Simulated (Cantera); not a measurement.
Predominance diagram of Na at 727 °C against the partial pressures of O₂ and S₂ (log10, bar). Standard-state values (1 bar) from the NASA 1993 polynomials, evaluated with Cantera. Candidates: Na(l), Na₂O(s), Na₂S(s), Na₂SO₄(s). Only these pure phases compete in this equilibrium. Not in the tables: pyrosulfates.

Q: Which phase is stable at these pairs, and which metal-bearing vapour leads over it? (-11.8, -6.8); (-16.5, -3.4); (-16.5, -15.3); (-21.2, -3.4); (-23.5, -6.8); (-32.9, -3.4); (-32.9, -10.2)

A: 
```
log p(O₂)  log p(S₂)      phase  chief vapour  log p (bar)
---------  ---------  ---------  ------------  -----------
-11.8           -6.8  Na₂SO₄(s)        Na₂SO₄         -9.6
-16.5           -3.4  Na₂SO₄(s)            Na         -9.1
-16.5          -15.3  Na₂SO₄(s)            Na         -6.1
-21.2           -3.4    Na₂S(s)            Na         -7.8
-23.5           -6.8    Na₂S(s)            Na         -7.0
-32.9           -3.4    Na₂S(s)            Na         -7.8
-32.9          -10.2    Na₂S(s)            Na         -6.2
```
